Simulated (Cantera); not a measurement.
# Reactions in the system Cu-F-O

Standard-state values (1 bar) from the NASA 1993 polynomials, evaluated with Cantera. Values are per mole of reaction as written; species without (g) are pure solids or liquids, kept so even where they would boil at 1 bar.

6 CuF₂ + O₃(g) ⇌ 6 F₂(g) + 3 Cu₂O

```json
[
 {"T (K)": "300", "ΔH° (kJ)": "2579.4", "ΔS° (J/K)": "789.9", "ΔG° (kJ)": "2342.5", "log10 K": "-407.86", "condensed phases": "CuF₂(s), Cu₂O(s)"},
 {"T (K)": "1125", "ΔH° (kJ)": "2155.5", "ΔS° (J/K)": "354.6", "ΔG° (kJ)": "1756.6", "log10 K": "-81.56", "condensed phases": "CuF₂(l), Cu₂O(s)"},
 {"T (K)": "1200", "ΔH° (kJ)": "2142.2", "ΔS° (J/K)": "343.1", "ΔG° (kJ)": "1730.4", "log10 K": "-75.32", "condensed phases": "CuF₂(l), Cu₂O(s)"},
 {"T (K)": "1275", "ΔH° (kJ)": "2129.4", "ΔS° (J/K)": "332.8", "ΔG° (kJ)": "1705.1", "log10 K": "-69.85", "condensed phases": "CuF₂(l), Cu₂O(s)"},
 {"T (K)": "1350", "ΔH° (kJ)": "2117.2", "ΔS° (J/K)": "323.5", "ΔG° (kJ)": "1680.5", "log10 K": "-65.02", "condensed phases": "CuF₂(l), Cu₂O(s)"},
 {"T (K)": "1425", "ΔH° (kJ)": "2105.7", "ΔS° (J/K)": "315.2", "ΔG° (kJ)": "1656.5", "log10 K": "-60.72", "condensed phases": "CuF₂(l), Cu₂O(s)"},
 {"T (K)": "1500", "ΔH° (kJ)": "2094.7", "ΔS° (J/K)": "307.6", "ΔG° (kJ)": "1633.2", "log10 K": "-56.87", "condensed phases": "CuF₂(l), Cu₂O(s)"},
 {"T (K)": "1575", "ΔH° (kJ)": "2278.9", "ΔS° (J/K)": "429.2", "ΔG° (kJ)": "1602.9", "log10 K": "-53.16", "condensed phases": "CuF₂(l), Cu₂O(l)"}
]
```
